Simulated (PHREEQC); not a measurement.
## Ultrapure water in contact with air or piping (model solution)

Model water analysis in mg/kgw, 15 °C, pH 6.63, pe 9:

| constituent | mg/kgw |
|---|---|
| Na | 0.124 |
| K | 0.0373 |
| Ca | 0.396 |
| Mg | 0.0691 |
| Cl | 0.63 |
| S(6) as SO4 | 0.0346 |
| Alkalinity as HCO3 | 0.784 |
| Pb | 0.00207 |
| F | 0.0122 |
| Cu(2) | 0.0552 |

Valence states are taken as typed.

The numbers come from PHREEQC with the ion-association model, wateq4f.dat.

Each row changes one thing in this solution. Precipitation was switched off in this run.

| case | HCO3- (mol/kgw) | CO2 (mol/kgw) | Cu+2 (mol/kgw) | Cu(OH)2 (mol/kgw) | CuOH+ (mol/kgw) | Pb+2 (mol/kgw) | SI of Tenorite (CuO) | SI of Cu(OH)2 (Cu(OH)2) |
|---|---|---|---|---|---|---|---|---|
| as made | 1.26e-5 | 7.67e-6 | 6.09e-7 | 2.24e-7 | 2.54e-8 | 8.88e-9 | -0.98 | -2.00 |
| Ca from 0.396 to 0.792 mg/kgw | 1.26e-5 | 7.66e-6 | 6.10e-7 | 2.23e-7 | 2.53e-8 | 8.88e-9 | -0.98 | -2.00 |
| Cl from 0.63 to 1.26 mg/kgw | 1.26e-5 | 7.66e-6 | 6.09e-7 | 2.24e-7 | 2.53e-8 | 8.88e-9 | -0.98 | -2.00 |
| temperature from 15 to 25 °C at the same typed pH | 1.25e-5 | ___ | 6.07e-7 | 2.24e-7 | 2.53e-8 | 8.81e-9 | -0.59 | -1.61 |
| all concentrations times 3 at the same typed pH | 3.72e-5 | ___ | 1.80e-6 | 6.49e-7 | 7.39e-8 | 2.49e-8 | -0.52 | -1.54 |

**Question.** Fill in the missing entries.

**Answer.** 
- temperature from 15 to 25 °C at the same typed pH, CO2 (mol/kgw): 6.56e-6
- all concentrations times 3 at the same typed pH, CO2 (mol/kgw): 2.26e-5

The database's constant for dissolved Cu(OH)2 is higher than later reviews accept.
